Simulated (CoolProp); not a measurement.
Vapour-liquid equilibrium of dimethyl ether (1) + R227EA (2) at 204.4 K; x and y are mole fractions of (1).

The numbers come from the multi-fluid Helmholtz-energy mixture model, Wu 2011 and Lemmon 2016; pair parameters Bell 2016 in CoolProp.

```tsv
x	bubble pressure (kPa)	y at the bubble point	dew pressure at overall composition x (kPa)	liquid density (mol/L)
0.05	4.862	0.012	4.468	10.33
0.15	4.338	0.072	(withheld)	10.87
0.25	3.989	0.206	3.955	11.44
0.35	4.001	0.410	3.957	(withheld)
0.45	4.415	0.618	(withheld)	12.67
0.55	5.150	0.776	4.229	13.36
0.65	6.064	0.875	4.523	14.09
0.75	(withheld)	0.934	4.988	14.88
0.85	7.937	(withheld)	(withheld)	15.75
0.95	(withheld)	0.992	(withheld)	16.70
```

**Question.** Complete the blanks.

**Answer.** 
- 0.15, dew pressure at overall composition x (kPa): 4.076
- 0.35, liquid density (mol/L): 12.04
- 0.45, dew pressure at overall composition x (kPa): 4.048
- 0.75, bubble pressure (kPa): 7.022
- 0.85, y at the bubble point: 0.969
- 0.85, dew pressure at overall composition x (kPa): 5.773
- 0.95, bubble pressure (kPa): 8.778
- 0.95, dew pressure at overall composition x (kPa): 7.388

y crosses x between x = 0.25 and 0.35: the model has an azeotrope there.

The pair parameters rest on a limited set of measurements; away from them the model extrapolates.
